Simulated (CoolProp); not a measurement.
The numbers come from the reference Helmholtz-energy equation of state, Lemmon 2005 in CoolProp. It is a short technical equation, of lower accuracy than the large ones.

Question: For isobutene, give the phase and the density (kg/m³), cv (kJ/(kg K)), Joule-Thomson coefficient (K/MPa), isothermal compressibility (1/MPa) at -60.35 °C and 3.25 MPa.

Answer: 
- -60.35 °C and 3.25 MPa: liquid; density 687, cv 1.42, Joule-Thomson coefficient -0.489, isothermal compressibility 0.00111
